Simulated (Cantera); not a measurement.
# Reactions in the system Cl-H-Na-O

Source: NASA polynomial tables (part measured, part estimated), evaluated in Cantera. Values are per mole of reaction as written; species without (g) are pure solids or liquids, kept so even where they would boil at 1 bar.

2 NaOH(g) + Cl₂(g) → H₂O₂(g) + 2 NaCl(g)

```csv
T (K),ΔH° (kJ),ΔS° (J/K),ΔG° (kJ),log10 K
300,-103.7,14.0,-107.9,18.78
2323,-120.1,-7.7,-102.1,2.30
2348,-120.2,-7.8,-101.9,2.27
2373,-120.3,-7.8,-101.8,2.24
2398,-120.4,-7.8,-101.6,2.21
2423,-120.5,-7.9,-101.4,2.19
2448,-120.6,-7.9,-101.2,2.16
2473,-120.7,-8.0,-101.0,2.13
2498,-120.8,-8.0,-100.8,2.11
2523,-120.9,-8.1,-100.6,2.08
```
